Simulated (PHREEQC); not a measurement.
A solution holds 0.00043 mol Na2S per kg of water, at 20 °C. Closed to the air; pH follows from the charge balance.

Model: ion-association model, phreeqc.dat, run in PHREEQC.

- pH: 10.78
- ionic strength: 0.000862 mol/kgw
- specific conductance: 135 µS/cm
- total alkalinity: 0.860 meq/kg

```tsv
species	molality	activity	log γ
Na+	0.000860	0.000832	-0.014
OH-	0.000428	0.000414	-0.014
HS-	0.000427	0.000414	-0.014
S-2	2.43e-6	2.13e-6	-0.057
H2S	7.00e-8	7.00e-8	0.000
```

No solid was allowed to form. Complexes and solids missing from the database can't appear.
